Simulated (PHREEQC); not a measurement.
**Alkaline etch or developer**

Consider water at 20 °C with 11 mmol/kgw TMAH. Closed to the air; pH follows from the charge balance.

The numbers come from PHREEQC with the ion-association model, wateq4f.dat.

```json
{
  "pH": "12.16",
  "ionic_strength": "0.0110 mol/kgw",
  "total_alkalinity": "11.0 meq/kg"
}
```

```csv
species,molality,activity,log γ
OH-,0.0110,0.00986,-0.047
(CH3)4N+,0.0110,0.00988,-0.047
```

This is a speciation only: nothing precipitates in the calculation. Complexes and solids missing from the database can't appear. (CH3)4N+ isn't in the database: it is added as a free cation with an ion size of 4 Å.
